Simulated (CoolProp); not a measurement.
Vapour-liquid equilibrium of propane (1) + isobutene (2) at 186 kPa; x and y are mole fractions of (1).

Model: multi-fluid Helmholtz-energy mixture model, Lemmon 2009 and Lemmon 2005; pair parameters Bell 2016, in CoolProp.

| x | bubble temperature, mixture model (°C) | bubble temperature, Raoult's law (°C) | y, mixture model | y, Raoult's law |
|---|---|---|---|---|
| 0.05 | 5.1 | 6.3 | 0.179 | 0.154 |
| 0.2 | -4.3 | -2.2 | 0.491 | 0.476 |
| 0.35 | -10.4 | -9.0 | 0.660 | 0.672 |
| 0.5 | ? | -14.5 | ? | 0.799 |
| 0.65 | -19.3 | -19.1 | 0.862 | 0.884 |
| 0.8 | -23.0 | -23.0 | ? | 0.944 |
| 0.95 | -26.3 | -26.3 | 0.985 | 0.988 |

Question: Fill in the missing entries.

Answer: 
- 0.5, bubble temperature, mixture model (°C): -15.2
- 0.5, y, mixture model: 0.775
- 0.8, y, mixture model: 0.931

The largest gap from Raoult's law is -2.1 K in bubble temperature, at x = 0.2. No azeotrope shows between x = 0.05 and 0.95.

The pair parameters rest on a limited set of measurements; away from them the model extrapolates.
